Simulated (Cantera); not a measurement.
Cantera run, input and output.

```python
import numpy as np
import cantera as ct

gas = ct.Solution("gri30.yaml")
gas.TPX = 1173, 370000, {'H2': 1, 'O2': 1.52, 'N2': 5.76, 'CO2': 0.24}
reactor = ct.IdealGasConstPressureReactor(gas, energy="on", clone=False)
net = ct.ReactorNet([reactor])
net.rtol, net.atol = 1e-08, 1e-16
show = ['H2', 'O2', 'N2O', 'NO', 'NO2', 'H2O', 'H2O2']
times = np.geomspace(5e-06, 3, 10)

steps = ct.SolutionArray(gas, extra=["t"])
rows = []
print(f"{'t/s':>10s}{'T/K':>9s}{'P/Pa':>11s}" + "".join(f"{s:>11s}" for s in show))
for t in times:
    while net.time < t:
        t_next = net.step()
        steps.append(gas.state, t=t_next)
    rows.append([np.interp(t, steps.t, y) for y in (steps.T, steps.P, *steps(*show).X.T)])
    print(f"{t:10.3e}{rows[-1][0]:9.1f}{rows[-1][1]:11.4g}" + "".join(f"{x:11.3e}" for x in rows[-1][2:]))
rate = np.gradient(steps.T, steps.t)
print("integrator steps:", len(steps.t))
if steps.T.max() > steps.T[0] + 200:
    print(f"time of steepest temperature rise: {steps.t[rate.argmax()]:.4e} s")
gas.TPX = 1173, 370000, {'H2': 1, 'O2': 1.52, 'N2': 5.76, 'CO2': 0.24}
gas.equilibrate("HP")
print(f"equilibrium (HP): T = {gas.T:.1f} K  " + "  ".join(f"{s} {gas[s].X[0]:.3e}" for s in show))
```

Result:

```
       t/s      T/K       P/Pa         H2         O2        N2O         NO        NO2        H2O       H2O2
 5.000e-06   1173.0    3.7e+05  1.174e-01  1.784e-01  8.043e-14  4.553e-18  2.345e-23  1.113e-07  2.709e-10
 2.193e-05   1179.9    3.7e+05  1.158e-01  1.775e-01  6.827e-10  2.167e-10  2.082e-12  1.347e-03  1.030e-05
 9.616e-05   1982.8    3.7e+05  1.558e-04  1.266e-01  1.734e-06  1.291e-05  4.553e-08  1.232e-01  2.306e-07
 4.217e-04   1992.3    3.7e+05  5.016e-05  1.268e-01  6.106e-07  1.416e-05  3.698e-08  1.239e-01  1.539e-07
 1.849e-03   1992.3    3.7e+05  4.956e-05  1.268e-01  5.632e-07  1.784e-05  4.647e-08  1.239e-01  1.536e-07
 8.111e-03   1992.3    3.7e+05  4.955e-05  1.267e-01  5.632e-07  3.396e-05  8.850e-08  1.239e-01  1.535e-07
 3.557e-02   1992.1    3.7e+05  4.950e-05  1.267e-01  5.629e-07  1.044e-04  2.721e-07  1.239e-01  1.534e-07
 1.560e-01   1991.4    3.7e+05  4.927e-05  1.266e-01  5.616e-07  4.076e-04  1.063e-06  1.239e-01  1.530e-07
 6.841e-01   1988.7    3.7e+05  4.838e-05  1.260e-01  5.572e-07  1.608e-03  4.204e-06  1.239e-01  1.513e-07
 3.000e+00   1982.4    3.7e+05  4.635e-05  1.246e-01  5.511e-07  4.412e-03  1.160e-05  1.239e-01  1.473e-07
integrator steps: 1244
time of steepest temperature rise: 2.7698e-05 s
equilibrium (HP): T = 1980.3 K  H2 4.570e-05  O2 1.241e-01  N2O 5.503e-07  NO 5.332e-03  NO2 1.404e-05  H2O 1.239e-01  H2O2 1.460e-07
```

Computed with Cantera and GRI-Mech 3.0 (53 species, 325 reactions). The hydrogen kinetics of GRI-Mech 3.0 are dated; newer H2 mechanisms differ, most at raised pressure.
